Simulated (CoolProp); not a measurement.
Vapour-liquid equilibrium of R125 (1) + R115 (2) at 17 bar; x and y are mole fractions of (1).

Model: multi-fluid Helmholtz-energy mixture model, Lemmon 2005 and Lemmon 2016; pair parameters Bell 2016, in CoolProp.

```csv
x,"bubble temperature, mixture model (°C)","bubble temperature, Raoult's law (°C)","y, mixture model","y, Raoult's law"
0.05,48.8,50.0,0.079,0.075
0.15,44.7,47.8,0.217,0.213
0.25,41.5,45.7,0.333,0.338
0.35,39.0,43.7,0.434,0.452
0.45,37.1,41.9,0.524,0.556
0.55,35.5,40.1,0.608,0.651
0.65,34.4,38.4,0.689,0.739
0.75,33.6,36.8,0.770,0.821
0.85,33.2,35.3,0.856,0.896
0.95,33.1,33.9,0.949,0.967
```

The largest gap from Raoult's law is -4.8 K in bubble temperature, at x = 0.45. y crosses x between x = 0.85 and 0.95: the model has an azeotrope there.

The pair parameters rest on a limited set of measurements; away from them the model extrapolates.
